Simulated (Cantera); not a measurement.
What does this Cantera script print?

```python
import numpy as np
import cantera as ct

gas_names = [...]  # 115 gases of nasa_gas.yaml made of C, Ca, H, O
cond_names = """
    C(gr) C6H6(L) C7H8(L) C8H18(L),n-octa Ca(a) Ca(b) Ca(L) CaCO3(caL) CaO(s) CaO(L) CaO2H2(s) H2O(s)
    H2O(L)
""".split()


# ... load() reads the species with a 1 bar reference pressure and builds the phases ...
atoms = {
    'CaCO3': {'Ca': 1, 'C': 1, 'O': 3},
    'C': {'C': 1},
    'H2O': {'H': 2, 'O': 1},
}
top_T = {'C(gr)': 4500}  # K; cautious upper limits of use, not melting points


# ... equilibrate(T, P, feed) seeds the gas with the atoms and calls Mixture.equilibrate('TP', solver="vcs", rtol=1e-11, max_steps=5000) ...
results = []
feed = {'CaCO3': 1, 'C': 0.38, 'H2O': 0.16}  # mol
T = 2200  # K
P = 13332.2  # Pa
mix = equilibrate(T, P, feed)
results.append((T, P, feed, dict(zip(mix.species_names, mix.species_moles))))
x = sorted(zip(gas.X, gas.species_names), reverse=True)
print(f"T = {T:g} K  P = {P:g} Pa  gas = {mix.phase_moles(0):.4g} mol")
print("   x: " + "  ".join(f"{s} {v:.3e}" for v, s in x if v > 1e-06))
print("   condensed (mol): " + ("  ".join(f"{mix.phase(i).name} {mix.phase_moles(i):.4g}"
      for i in range(1, mix.n_phases) if mix.phase_moles(i) > 1e-12) or "none"))
```

Output:

```
T = 2200 K  P = 13332.2 Pa  gas = 1.543 mol
   x: CO 4.747e-01  CO2 4.196e-01  H2O 8.395e-02  H2 1.798e-02  H 2.068e-03  OH 1.348e-03  O2 2.128e-04  O 1.080e-04  CaO2H2 3.507e-05  CaOH 1.430e-05  Ca 3.308e-06
   condensed (mol): CaO(s) 0.9999
```

Equilibrium computed with Cantera from the NASA thermochemical tables; the gas is ideal and each condensed phase is pure.
